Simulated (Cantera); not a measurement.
Feed: 1 mol Si2Cl6, 1.3 mol HCl, 110 mol H2, at 775 °C and 1.20 Torr.

Equilibrium computed with Cantera from the NASA thermochemical tables; the gas is ideal and each condensed phase is pure. Candidate condensed phases: Si; 19 gas species. The feed counts by its element totals alone. The tables' values for SiCl3 are old estimates; treat these amounts as uncertain. Kinetics and transport are ignored.

Base state: H2 0.953, HCl 0.0383, SiCl4 0.00373, SiCl2 0.00287, SiHCl3 0.000952, SiCl3 0.000765, SiH2Cl2 2.76e-5 (mole fractions); condensed: Si(s).

Task: What changes in the equilibrium state with this change: Si2Cl6 replaced by SiCl4?

Result: 
```
species       before     after
----------  --------  --------
H2             0.953     0.963
HCl           0.0383    0.0323
SiCl2        0.00287   0.00202
SiCl4        0.00373   0.00186
SiCl3       0.000765  0.000453
SiHCl3      0.000952  0.000566
Si(s), mol      1.05     0.444
```
